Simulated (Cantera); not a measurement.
Feed: 1 mol AlCl3, 31 mol H2O, 1.5 mol N2, at 0.0340 bar.

Cantera equilibrium calculation (NASA polynomials, part measured and part estimated; ideal gas, pure solids and liquids). Candidate condensed phases: Al, AlCl3, AlN, Al2O3, H2O, NH4Cl; 45 gas species. Gases not in the tables: Al(OH)3. The numbers say what is thermodynamically allowed, not how fast it happens.

x: gas mole fraction; n: condensed amount in mol.

```tsv
T (K)	x H2O	x HCl	x N2	x H2	x O2	x Cl	x OH	n Al2O3(s)
1148	0.868	0.0882	0.0441	?	2.96e-6	9.01e-6	6.01e-7	0.500
1198	0.868	0.0882	0.0441	?	6.43e-6	1.66e-5	1.49e-6	0.500
1248	0.868	0.0882	0.0441	?	1.30e-5	2.90e-5	3.41e-6	0.500
1298	0.868	0.0882	0.0441	?	2.48e-5	4.86e-5	7.33e-6	0.500
1348	0.867	0.0881	0.0441	?	4.49e-5	7.83e-5	1.49e-5	0.500
1398	0.867	0.0881	0.0441	?	7.75e-5	0.000122	2.87e-5	0.500
1448	0.867	0.0880	0.0441	?	0.000129	0.000184	5.28e-5	0.500
1498	0.867	0.0879	0.0441	?	0.000206	0.000269	9.33e-5	0.500
1548	0.866	0.0878	0.0441	?	0.000320	0.000385	0.000159	0.500
1598	0.866	0.0876	0.0441	?	0.000483	0.000538	0.000261	0.500
1648	0.865	0.0874	0.0440	?	0.000709	0.000736	0.000417	0.500
1698	0.863	0.0871	0.0440	?	0.00102	0.000988	0.000648	0.500
1748	0.861	0.0867	0.0440	?	0.00143	0.00130	0.000979	0.500
```

Task: What belongs in the gaps?

Result: 
- 1148, x H2: 1.12e-5
- 1198, x H2: 2.26e-5
- 1248, x H2: 4.33e-5
- 1298, x H2: 7.91e-5
- 1348, x H2: 0.000139
- 1398, x H2: 0.000234
- 1448, x H2: 0.000382
- 1498, x H2: 0.000603
- 1548, x H2: 0.000925
- 1598, x H2: 0.00138
- 1648, x H2: 0.00202
- 1698, x H2: 0.00289
- 1748, x H2: 0.00404
